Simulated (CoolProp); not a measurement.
Vapour-liquid equilibrium of ethane (1) + n-perfluorobutane (2) at -61.95 °C; x and y are mole fractions of (1).

Computed with CoolProp (multi-fluid Helmholtz-energy mixture model, Bücker 2006 and Gao 2022; pair parameters Bell 2016).

```tsv
x	bubble pressure (bar)	y at the bubble point	dew pressure at overall composition x (bar)	liquid density (mol/L)
0.05	___	___	___	7.800
0.2	1.801	0.981	0.04702	8.558
0.35	2.471	0.987	0.05785	9.452
0.5	___	0.988	0.07517	10.53
0.65	2.814	___	___	11.88
0.8	2.989	___	0.1871	13.61
0.95	3.338	0.997	0.7325	___
```

Some entries are withheld; supply them.


- 0.05, bubble pressure (bar): 0.5334
- 0.05, y at the bubble point: 0.931
- 0.05, dew pressure at overall composition x (bar): 0.03960
- 0.5, bubble pressure (bar): 2.708
- 0.65, y at the bubble point: 0.989
- 0.65, dew pressure at overall composition x (bar): 0.1073
- 0.8, y at the bubble point: 0.991
- 0.95, liquid density (mol/L): 15.95

No azeotrope shows between x = 0.05 and 0.95.

The pair parameters rest on a limited set of measurements; away from them the model extrapolates. With so large a gap from Raoult's law the liquid may split in two, which this calculation doesn't test in full.
